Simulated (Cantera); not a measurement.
A closed system holds: 1 mol B2O3, 2.6 mol HCl, a varied amount of O2, equilibrated at 0.100 bar.

Cantera equilibrium calculation (NASA polynomials, part measured and part estimated; ideal gas, pure solids and liquids). Candidate condensed phases: B, B2O3, B3O3H3, H2O; 33 gas species. The tables' values for BCl2 are old estimates. Kinetics and transport are ignored.

Stable condensed phases, one row left out:

```
T in °C \ n(O2) in mol
         0.95  1.3  1.8  2.4  3.3  4.5  6.1  8.3
   1675     A    A    A    A    A    A    A    A
   1650     A    A    A    A    A    A    A    A
   1625     A    A    A    A    A    A    A    A
   1600     B    B    B    A    A    A    A    A
   1575     B    B    B    B    B    A    A    A
   1550     B    B    B    B    B    B    B    A
   1500     B    B    B    B    B    B    B    B
   1475     B    B    B    B    B    B    B    B
   1450     B    B    B    B    B    B    B    B
   1425     B    B    B    B    B    B    B    B
```

A: gas only; B: B2O3.

### Question
Give the row for 1525 °C.

### Answer
0.95: B2O3; 1.3: B2O3; 1.8: B2O3; 2.4: B2O3; 3.3: B2O3; 4.5: B2O3; 6.1: B2O3; 8.3: B2O3.
